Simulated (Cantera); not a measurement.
Input (Python, Cantera) and output of one run.

```python
import numpy as np
import cantera as ct

gas_names = """
    B BH BH2 BH3 BN BO BO2 B2 B2O B2O2 B2O3 B3O3H3 H HBO HBO2 HNO HNO2 HNO3 HO2 H2 H2O H2O2 H3B3O6 N NH
    NH2 NH3 NH2OH NO NO2 NO3 N2 N2H2 N2H4 N2O O OH O2 O3
""".split()
cond_names = """
    B(b) B(L) BN(s) B2O3(L) B3O3H3(cr) H2O(s) H2O(L)
""".split()


# ... load() reads the species with a 1 bar reference pressure and builds the phases ...
atoms = {
    'B2O3': {'B': 2, 'O': 3},
    'NH3': {'N': 1, 'H': 3},
    'H2': {'H': 2},
}
top_T = {'BN(s)': 3200}  # K; cautious upper limits of use, not melting points


# ... equilibrate(T, P, feed) seeds the gas with the atoms and calls Mixture.equilibrate('TP', solver="vcs", rtol=1e-11, max_steps=5000) ...
results = []
feed = {'B2O3': 1, 'NH3': 0.46, 'H2': 0.41}  # mol
P = 1000  # Pa
for T in [1698, 1748, 1798, 1848, 1898, 1948, 1998, 2048, 2098, 2148, 2198]:
    mix = equilibrate(T, P, feed)
    results.append((T, P, feed, dict(zip(mix.species_names, mix.species_moles))))

top = {s: max(r[3][s] / sum(r[3][g] for g in gas_names) for r in results) for s in gas_names}
cols = sorted((s for s in top if top[s] > 1e-05), key=lambda s: -top[s])[:6]
seen = [c for c in cond_names if any(r[3].get(c, 0) > 1e-12 for r in results)]
print("log10 of partial pressures in bar; condensed amounts in mol")
print(f"{'T/K':>10s}" + "".join(f"{s[:9]:>10s}" for s in cols + seen))
for T, P, feed, n in results:
    ng = sum(n[g] for g in gas_names)
    print(f"{T:10.4g}" + "".join(f"{np.log10(max(n[s] / ng * P / 1e5, 1e-99)):10.3f}" for s in cols)
          + "".join(f"{n.get(c, 0):10.4g}" for c in seen))
```

Result:

```
log10 of partial pressures in bar; condensed amounts in mol
       T/K        H2      B2O3        N2      HBO2        BO       HBO   B2O3(L)
      1698    -2.164    -3.120    -2.819    -3.357    -4.951    -3.495    0.8163
      1748    -2.240    -2.789    -2.878    -3.170    -4.616    -3.371     0.597
      1798    -2.402    -2.480    -3.007    -3.026    -4.316    -3.316         0
      1848    -2.408    -2.487    -3.008    -3.007    -4.140    -3.297         0
      1898    -2.414    -2.494    -3.009    -2.990    -3.976    -3.281         0
      1948    -2.421    -2.503    -3.010    -2.972    -3.822    -3.269         0
      1998    -2.428    -2.513    -3.012    -2.955    -3.680    -3.262         0
      2048    -2.438    -2.524    -3.015    -2.939    -3.548    -3.259         0
      2098    -2.448    -2.537    -3.018    -2.922    -3.426    -3.260         0
      2148    -2.461    -2.552    -3.022    -2.906    -3.314    -3.268         0
      2198    -2.476    -2.570    -3.027    -2.891    -3.212    -3.281         0
```

Method: chemical equilibrium by Gibbs-energy minimisation in Cantera with the NASA 1993 tables (ideal gas, pure condensed phases).
